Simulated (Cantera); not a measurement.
Source: NASA polynomial tables (part measured, part estimated), evaluated in Cantera. Values are per mole of reaction as written; species without (g) are pure solids or liquids, kept so even where they would boil at 1 bar.

### Question
Between 300 and 2025 K, where is each reaction favourable under standard conditions?
- 2 Ta + 5 OH(g) → Ta2O5 + 5 H(g)

### Answer
- 2 Ta + 5 OH(g) → Ta2O5 + 5 H(g): ΔG° is -1067 kJ at 300 K and -712 kJ at 2025 K; it stays negative (K > 1). ΔH° is -1033 kJ and ΔS° -158 J/K at 2025 K.
